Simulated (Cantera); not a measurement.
A perfectly stirred reactor is fed with CH4 : O2 : N2 = 1 : 3.85 : 21.2 (molar parts), equivalence ratio 0.52, at 1.01 bar; it is adiabatic with a 475 K inlet, and is followed from long to short residence time, starting on the burning branch (τ in s: 0.45, 0.2, 0.089, 0.04, 0.018, 0.0078, 0.0035, 0.0015, 0.00069, 0.00031, 0.00014, 6e-05).

Computed with Cantera and GRI-Mech 3.0 (53 species, 325 reactions).

### Question
Predict: blow-out, bracketed by the residence times tried; x(CH4) at τ = 0.450 s; x(O2) at τ = 0.450 s; x(NO) at τ = 0.450 s; x(C2H2) at τ = 0.450 s; x(O) at τ = 0.450 s; x(CH4) at τ = 3.50 ms; x(O2) at τ = 3.50 ms.

### Answer
- blow-out, bracketed by the residence times tried: burning at 7.80 ms, out at 3.50 ms
- x(CH4) at τ = 0.450 s: 1.76e-5
- x(O2) at τ = 0.450 s: 0.0711
- x(NO) at τ = 0.450 s: 1.04e-6
- x(C2H2) at τ = 0.450 s: 3.43e-9
- x(O) at τ = 0.450 s: 1.82e-5
- x(CH4) at τ = 3.50 ms: 0.0384
- x(O2) at τ = 3.50 ms: 0.148
